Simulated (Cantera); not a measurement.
Mixture: 4.68 % CH4, 18.0 % O2, 67.9 % N2, 9.37 % H2O, at 5.00 bar, adiabatic and at constant pressure. Ignition delay is the time to a rise of 400 K.

Model: GRI-Mech 3.0 (53 species, 325 reactions), integrated in Cantera.

**Question.** Predict: delay at 1273 K; delay at 1348 K; delay at 1423 K; delay at 1498 K; delay at 1573 K; apparent activation energy between 1423 and 1573 K.

**Answer.** 
```
Property                                                 Value
--------------------------------------------------  ----------
delay at 1273 K                                        3.32 ms
delay at 1348 K                                        1.44 ms
delay at 1423 K                                       0.658 ms
delay at 1498 K                                       0.313 ms
delay at 1573 K                                       0.156 ms
apparent activation energy between 1423 and 1573 K  180 kJ/mol
```
